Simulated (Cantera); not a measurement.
**Adiabatic ignition**

An adiabatic, constant-volume homogeneous reactor starts with C3H8 : O2 : N2 = 1 : 16.7 : 62.7 (molar parts), at 1550 K and 1.01 bar.

Model: GRI-Mech 3.0 (53 species, 325 reactions), integrated in Cantera. GRI-Mech 3.0 was tuned for natural gas; its chemistry of propane as a main component is partial and can be far from experiment.

```csv
t (s),T (K),P (bar),x C3H8,x O2,x H2,x C2H2,x NO2
7.00e-6,1545,1.01,0.0116,0.207,0.000147,4.20e-7,<1e-12
2.49e-5,1555,1.02,0.00718,0.203,0.00161,3.63e-5,2.93e-12
8.84e-5,2092,1.41,<1e-12,0.138,0.00178,<1e-12,9.51e-9
0.000314,2307,1.54,<1e-12,0.141,0.000572,<1e-12,1.34e-7
0.00112,2354,1.56,<1e-12,0.142,0.000279,<1e-12,4.25e-7
0.00397,2352,1.56,<1e-12,0.141,0.000275,<1e-12,1.29e-6
0.0141,2346,1.56,<1e-12,0.140,0.000268,<1e-12,3.99e-6
0.0501,2333,1.55,<1e-12,0.137,0.000253,<1e-12,9.84e-6
0.178,2324,1.54,<1e-12,0.136,0.000243,<1e-12,1.39e-5
0.633,2323,1.54,<1e-12,0.136,0.000242,<1e-12,1.41e-5
2.25,2323,1.54,<1e-12,0.136,0.000242,<1e-12,1.41e-5
8.00,2323,1.54,<1e-12,0.136,0.000242,<1e-12,1.41e-5
```
x: mole fraction; the columns are a selection and need not sum to one.

The time of steepest temperature rise comes out as 44.2 µs. The temperature at 8.00 s is 2323 K, the equilibrium temperature is 2323 K and the x(C3H8) at 8.00 s comes out as <1e-12 (gas-phase equilibrium <1e-12). The x(O2) at 8.00 s comes out as 0.136 (gas-phase equilibrium 0.136) and the x(H2) at 8.00 s comes out as 0.000242 (gas-phase equilibrium 0.000242).
